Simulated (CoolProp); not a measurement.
Saturation properties of methanol (Tc = 513.4 K, pc = 8.216 MPa, ω = 0.565).

Values from CoolProp's reference Helmholtz-energy equation of state, de Reuck 1993.

```json
[
 {"T (K)": "303.2", "p (MPa)": "0.02197", "liquid cp (kJ/(kg K))": "2.567", "surface tension (mN/m)": "21.7", "liquid viscosity (µPa s)": "506", "liquid conductivity (mW/(m K))": "199"},
 {"T (K)": "306.3", "p (MPa)": "0.02561", "liquid cp (kJ/(kg K))": "2.587", "surface tension (mN/m)": "21.5", "liquid viscosity (µPa s)": "484", "liquid conductivity (mW/(m K))": "199"},
 {"T (K)": "309.5", "p (MPa)": "0.02990", "liquid cp (kJ/(kg K))": "2.609", "surface tension (mN/m)": "21.2", "liquid viscosity (µPa s)": "464", "liquid conductivity (mW/(m K))": "198"},
 {"T (K)": "312.6", "p (MPa)": "0.03462", "liquid cp (kJ/(kg K))": "2.630", "surface tension (mN/m)": "20.9", "liquid viscosity (µPa s)": "445", "liquid conductivity (mW/(m K))": "197"},
 {"T (K)": "315.8", "p (MPa)": "0.04014", "liquid cp (kJ/(kg K))": "2.653", "surface tension (mN/m)": "20.7", "liquid viscosity (µPa s)": "426", "liquid conductivity (mW/(m K))": "197"},
 {"T (K)": "319", "p (MPa)": "0.04638", "liquid cp (kJ/(kg K))": "2.677", "surface tension (mN/m)": "20.4", "liquid viscosity (µPa s)": "409", "liquid conductivity (mW/(m K))": "196"},
 {"T (K)": "322.1", "p (MPa)": "0.05319", "liquid cp (kJ/(kg K))": "2.700", "surface tension (mN/m)": "20.1", "liquid viscosity (µPa s)": "393", "liquid conductivity (mW/(m K))": "196"},
 {"T (K)": "325.3", "p (MPa)": "0.06109", "liquid cp (kJ/(kg K))": "2.725", "surface tension (mN/m)": "19.9", "liquid viscosity (µPa s)": "378", "liquid conductivity (mW/(m K))": "195"},
 {"T (K)": "328.5", "p (MPa)": "0.06995", "liquid cp (kJ/(kg K))": "2.750", "surface tension (mN/m)": "19.6", "liquid viscosity (µPa s)": "363", "liquid conductivity (mW/(m K))": "194"},
 {"T (K)": "331.6", "p (MPa)": "0.07953", "liquid cp (kJ/(kg K))": "2.775", "surface tension (mN/m)": "19.3", "liquid viscosity (µPa s)": "350", "liquid conductivity (mW/(m K))": "194"},
 {"T (K)": "334.8", "p (MPa)": "0.09054", "liquid cp (kJ/(kg K))": "2.802", "surface tension (mN/m)": "19.1", "liquid viscosity (µPa s)": "337", "liquid conductivity (mW/(m K))": "193"},
 {"T (K)": "337.9", "p (MPa)": "0.1024", "liquid cp (kJ/(kg K))": "2.828", "surface tension (mN/m)": "18.8", "liquid viscosity (µPa s)": "325", "liquid conductivity (mW/(m K))": "193"},
 {"T (K)": "341.1", "p (MPa)": "0.1160", "liquid cp (kJ/(kg K))": "2.856", "surface tension (mN/m)": "18.5", "liquid viscosity (µPa s)": "313", "liquid conductivity (mW/(m K))": "192"}
]
```

It boils at 337.6 K under 1 atm.

Viscosity comes from a separate model (Xiang 2006). Thermal conductivity comes from a separate model (Sykioti 2013). Surface tension comes from a separate correlation (Mulero 2012).
